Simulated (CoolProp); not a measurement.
A Linde-Hampson liquefier for oxygen: isothermal reversible compression at 200 K from 1 atm to 25 MPa, throttling to 1 atm, return gas leaving the recuperator 2 K below the feed. Each further row changes one setting.

Values from CoolProp's reference Helmholtz-energy equation of state, Schmidt 1985.

```tsv
case	liquid yield per pass	compression work (kJ/kg of gas)
as stated	0.356	254
high pressure 50 MPa	0.369	287
warm-end temperature 230 K	0.252	307
warm-end gap 7 K	0.346	254
```
